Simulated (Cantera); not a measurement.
What does this Cantera script print?

```python
import numpy as np
import cantera as ct

gas_names = [...]  # 97 gases of nasa_gas.yaml made of Al, C, H, N
cond_names = """
    AL(cr) AL(L) ALN(s) C(gr) C6H6(L) C7H8(L) C8H18(L),n-octa
""".split()


# ... load() reads the species with a 1 bar reference pressure and builds the phases ...
atoms = {
    'Al(CH3)3': {'AL': 1, 'C': 3, 'H': 9},
    'N2': {'N': 2},
    'H2': {'H': 2},
}
top_T = {'ALN(s)': 2750, 'C(gr)': 4500}  # K; cautious upper limits of use, not melting points


# ... equilibrate(T, P, feed) seeds the gas with the atoms and calls Mixture.equilibrate('TP', solver="vcs", rtol=1e-11, max_steps=5000) ...
results = []
feed = {'Al(CH3)3': 1, 'N2': 4.1, 'H2': 9.1}  # mol
T = 873.15  # K
P = 1100  # Pa
mix = equilibrate(T, P, feed)
results.append((T, P, feed, dict(zip(mix.species_names, mix.species_moles))))
print(gas.report(threshold=1e-06))
for i in range(1, mix.n_phases):
    print(f"{mix.phase(i).name:16s} {mix.phase_moles(i):12.5e} mol")
```

It prints:

```
       temperature   873.15 K
          pressure   1100 Pa
           density   0.001139 kg/m^3
  mean mol. weight   7.5169 kg/kmol
   phase of matter   gas

                          1 kg             1 kmol
                     ---------------   ---------------
          enthalpy        2.2333e+06        1.6788e+07  J
   internal energy        1.2675e+06        9.5278e+06  J
           entropy             28904        2.1727e+05  J/K
    Gibbs function       -2.3004e+07       -1.7292e+08  J
 heat capacity c_p            4047.8             30427  J/K
 heat capacity c_v            2941.7             22113  J/K

                      mass frac. Y      mole frac. X     chem. pot. / RT
                     ---------------   ---------------   ---------------
               CH4         0.0065129         0.0030516           -45.198
                H2           0.21107             0.787           -21.928
               NH3        1.2076e-05          5.33e-06            -48.19
                N2            0.7824           0.20994           -30.595
     [  +93 minor]        7.4881e-07        2.0845e-07

AL(cr)            0.00000e+00 mol
ALN(s)            1.00000e+00 mol
C(gr)             2.94767e+00 mol
```

These are equilibrium values from Cantera (NASA tables, ideal gas, pure condensed phases), not measurements of a reactor. The feed counts by its element totals alone.
